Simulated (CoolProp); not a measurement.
A simple Rankine cycle with cyclopentane: condensing at 291.15 K, boiler at 3.8 MPa, turbine inlet 503.4 K, turbine efficiency 0.75, pump efficiency 0.6, no recuperator. Each further row changes one setting.

Model: reference Helmholtz-energy equation of state, Gedanitz 2015, in CoolProp.

```csv
case,thermal efficiency (%),net work (kJ/kg),heat in (kJ/kg),turbine exit temperature (K),volume ratio over the turbine
as stated,21.8,?,661,368.7,160
turbine inlet 523.4 K,22.0,160,726,399.3,139
condensing temperature 283.15 K,?,154,?,362.0,?
boiler pressure 2.66 MPa,21.2,150,?,?,88.2
turbine efficiency 0.65,?,124,661,381.6,165
```

Problem. Fill in the missing entries.

Solution. 
- as stated, net work (kJ/kg): 144
- condensing temperature 283.15 K, thermal efficiency (%): 22.9
- condensing temperature 283.15 K, heat in (kJ/kg): 675
- condensing temperature 283.15 K, volume ratio over the turbine: 221
- boiler pressure 2.66 MPa, heat in (kJ/kg): 708
- boiler pressure 2.66 MPa, turbine exit temperature (K): 394.7
- turbine efficiency 0.65, thermal efficiency (%): 18.7
